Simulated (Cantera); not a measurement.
An adiabatic, constant-pressure homogeneous reactor starts with CH₄ : H₂ : O₂ : N₂ = 1 : 0.16 : 1.09 : 4.12 (molar parts), equivalence ratio 1.9, at 1600 K and 1.10 bar. Integrator tolerance rtol = 1e-08.

Detailed kinetics in Cantera: GRI-Mech 3.0 (53 species, 325 reactions).

**Question.** What does this change do: initial temperature 1600 to 1100 K?

**Answer.** 
```csv
quantity,before,after
time of steepest temperature rise,0.333 ms,42.1 ms
temperature at 1.00 s,2626 K,2261 K
equilibrium temperature,2626 K,2261 K
x(CH₄) at 1.00 s,6.22e-12 (gas-phase equilibrium 7.02e-12),3.38e-11 (gas-phase equilibrium 3.85e-11)
x(H₂) at 1.00 s,0.145 (gas-phase equilibrium 0.145),0.153 (gas-phase equilibrium 0.153)
x(O₂) at 1.00 s,9.47e-5 (gas-phase equilibrium 9.47e-5),2.16e-6 (gas-phase equilibrium 2.16e-6)
x(NO) at 1.00 s,0.000510 (gas-phase equilibrium 0.000510),3.94e-5 (gas-phase equilibrium 3.94e-5)
x(CH₂O) at 1.00 s,7.61e-9 (gas-phase equilibrium 7.61e-9),7.93e-9 (gas-phase equilibrium 7.93e-9)
```

**Question.** What does this change do: N2 4.12 to 11 parts?

**Answer.** 
```csv
quantity,before,after
time of steepest temperature rise,0.333 ms,0.760 ms
temperature at 1.00 s,2626 K,2210 K
equilibrium temperature,2626 K,2210 K
x(CH₄) at 1.00 s,6.22e-12 (gas-phase equilibrium 7.02e-12),6.09e-12 (gas-phase equilibrium 6.89e-12)
x(H₂) at 1.00 s,0.145 (gas-phase equilibrium 0.145),0.0789 (gas-phase equilibrium 0.0789)
x(O₂) at 1.00 s,9.47e-5 (gas-phase equilibrium 9.47e-5),1.15e-6 (gas-phase equilibrium 1.15e-6)
x(NO) at 1.00 s,0.000510 (gas-phase equilibrium 0.000510),3.01e-5 (gas-phase equilibrium 3.01e-5)
x(CH₂O) at 1.00 s,7.61e-9 (gas-phase equilibrium 7.61e-9),2.10e-9 (gas-phase equilibrium 2.10e-9)
```
